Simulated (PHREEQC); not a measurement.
Synthetic water in mg/kgw, 25 °C, pH 2.37, pe 11.9:

```csv
constituent,mg/kgw
Na,170
K,0.912
Ca,265
Mg,23.2
Cl,70.4
S(6) as SO4,2680
N(5) as NO3,0.552
Cu(2),7.6
```

Na is adjusted to close the charge balance.
Valence states are taken as typed.

Computed with PHREEQC (ion-association model, phreeqc.dat).

| Property | Result |
|---|---|
| ionic strength | 0.0703 mol/kgw |
| specific conductance | 5870 µS/cm |
| density | 1.000 g/cm³ |
| total alkalinity | -9.35 meq/kg |

```
species  molality  activity   log γ
-------  --------  --------  ------
Na+        0.0318    0.0256  -0.094
SO4-2      0.0194   0.00809  -0.380
H+        0.00508   0.00427  -0.076
HSO4-     0.00419   0.00335  -0.096
Ca+2      0.00405   0.00175  -0.365
CaSO4     0.00247   0.00251   0.007
Cl-       0.00199   0.00157  -0.102
NaSO4-    0.00128   0.00104  -0.092
Mg+2     0.000521  0.000232  -0.352
MgSO4    0.000433  0.000440   0.007
CaHSO4+   8.79e-5   7.05e-5  -0.096
Cu+2      6.95e-5   3.07e-5  -0.355
CuSO4     4.99e-5   5.07e-5   0.007
K+        2.21e-5   1.75e-5  -0.103
NO3-      8.90e-6   6.96e-6  -0.107
KSO4-     1.23e-6   9.92e-7  -0.092
```

Precipitation was switched off in this run. Complexes and solids missing from the database can't appear.
